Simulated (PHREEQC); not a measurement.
1 kg of water holding 50 mmol/kgw K2CO3, 150 mmol/kgw KCl and 18 mmol/kgw K2SO4 is evaporated at 25 °C; the solids stay in contact with the brine. CO2 is held at log p = -3.4 (atm). Only these solids could form: Arcanite, Kalicinite, Misenite, Sylvite.

The series has 28 steps of water left (kg), from 0.9997 to 0.004491.

Computed with PHREEQC (Pitzer model, pitzer.dat).

Question: Which solids form, in which order, and at which step of the series does each first stand?

Answer: Arcanite from water left = 0.09494 kg (pH 10.11); Sylvite from water left = 0.0356 kg (pH 10.40); Kalicinite from water left = 0.008837 kg (pH 10.95).
